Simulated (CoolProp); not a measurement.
Computed with CoolProp (reference Helmholtz-energy equation of state, Akasaka 2023).

Problem. Give the vapour pressure (MPa), liquid density (kg/m³), vapour density (kg/m³) of saturated R1224YDZ at 235.8, 375.8 K.

Solution. 
```
T (K)  p (MPa)  liquid density (kg/m³)  vapour density (kg/m³)
-----  -------  ----------------------  ----------------------
235.8  0.00776                    1520                   0.594
375.8     1.23                    1100                    78.7
```
